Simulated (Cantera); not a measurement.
Charge: 1 mol MgSO4, 0.48 mol H2, equilibrated at 950 K.

Cantera equilibrium calculation (NASA polynomials, part measured and part estimated; ideal gas, pure solids and liquids). Candidate condensed phases: H2O, H2SO4, Mg, MgO, Mg(OH)2, MgS, MgSO4, S; 26 gas species. Gases not in the tables: S3 to S7. Rates play no part.

log p: log10 of the partial pressure in bar; n: condensed amount in mol.

```csv
P (Pa),log p SO2,log p H2O,log p O2,log p SO3,n MgO(s),n MgSO4(s)
10,-4.24,-4.56,-4.83,-6.14,1.00,0
100,…,…,…,-6.06,0.481,0.519
1000,…,…,…,-6.06,0.480,0.520
10000,-1.30,-1.30,-10.56,-6.06,0.480,0.520
100000,-0.30,-0.30,<-12,-6.06,0.480,0.520
1000000,0.68,0.71,<-11,-6.06,0.455,0.545
```

Problem. Fill in the missing entries.

Solution. 
- 100, log p SO2: -3.30
- 100, log p H2O: -3.30
- 100, log p O2: -6.56
- 1000, log p SO2: -2.30
- 1000, log p H2O: -2.30
- 1000, log p O2: -8.56
